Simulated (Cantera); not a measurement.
Input: 1 mol CCl₄, 0.03 mol F₂, equilibrated at 260 Pa.

These are equilibrium values from Cantera (NASA tables, ideal gas, pure condensed phases), not measurements of a reactor. Candidate condensed phases: C; 27 gas species. Gases not in the tables: C₂F₆ and larger saturated fluorocarbons. The numbers say what is thermodynamically allowed, not how fast it happens.

### Question
At 1650 K, list the 7 most abundant gas species with their mole fractions, and the condensed phases.

### Answer
Cl 0.898, Cl₂ 0.0976, CF₄ 0.00366, F 0.000424, CF₂ 0.000387, CClF₃ 0.000143, ClF 9.31e-5. Condensed: C(graphite).
